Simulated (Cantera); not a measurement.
Pyrogenic steam for wet oxidation

An isothermal, constant-pressure homogeneous reactor starts with 47.0 % H2, 27.6 % O2, 25.4 % N2, equivalence ratio 0.85, at 925 K and 40000 Pa.

Computed with Cantera and GRI-Mech 3.0 (53 species, 325 reactions). Below about 950 K walls govern HO2 and H2O2 in real vessels. The temperature is held fixed by assumption; the heat of reaction is taken as removed at once.

| t (s) | x H2 | x O2 | x N2O | x H2O | x OH | x O | x NO |
|---|---|---|---|---|---|---|---|
| 5.00e-6 | 0.470 | 0.276 | <1e-12 | 2.06e-12 | <1e-12 | 1.11e-12 | <1e-12 |
| 1.82e-5 | 0.470 | 0.276 | <1e-12 | 3.95e-11 | 2.00e-12 | 7.08e-12 | <1e-12 |
| 6.64e-5 | 0.470 | 0.276 | <1e-12 | 8.63e-10 | 1.39e-11 | 5.17e-11 | <1e-12 |
| 0.000242 | 0.470 | 0.276 | <1e-12 | 8.73e-8 | 7.82e-10 | 2.93e-9 | <1e-12 |
| 0.000882 | 0.281 | 0.187 | 1.03e-9 | 0.243 | 0.000365 | 0.000385 | 4.63e-8 |
| 0.00321 | 0.254 | 0.174 | 1.25e-9 | 0.281 | 1.17e-8 | 1.74e-8 | 6.96e-9 |
| 0.0117 | 0.254 | 0.174 | 1.26e-9 | 0.281 | 1.24e-8 | 1.87e-8 | 6.79e-9 |
| 0.0427 | 0.253 | 0.174 | 1.27e-9 | 0.282 | 2.15e-8 | 3.05e-8 | 8.52e-9 |
| 0.156 | 0.247 | 0.171 | 1.36e-9 | 0.290 | 6.94e-8 | 8.22e-8 | 1.31e-8 |
| 0.567 | 0.205 | 0.150 | 1.90e-9 | 0.346 | 9.65e-8 | 9.60e-8 | 1.39e-8 |
| 2.07 | 0.101 | 0.102 | 3.76e-9 | 0.481 | 9.34e-8 | 7.18e-8 | 1.21e-8 |
| 7.53 | 0.00544 | 0.0567 | 8.86e-9 | 0.607 | 1.07e-7 | 3.21e-8 | 5.54e-9 |
| 27.4 | 0.000122 | 0.0542 | 1.03e-8 | 0.614 | 1.50e-8 | 2.36e-10 | 5.14e-10 |
| 100 | 7.28e-6 | 0.0542 | 1.01e-8 | 0.614 | 5.57e-9 | 6.92e-12 | 4.48e-10 |
x: mole fraction; the columns are a selection and need not sum to one.

Equilibrium at this temperature and pressure: H2 3.28e-11, O2 0.0541, N2O 1.56e-10, H2O 0.614, OH 5.25e-8, O 4.96e-12, NO 4.25e-6 (gas phase only).
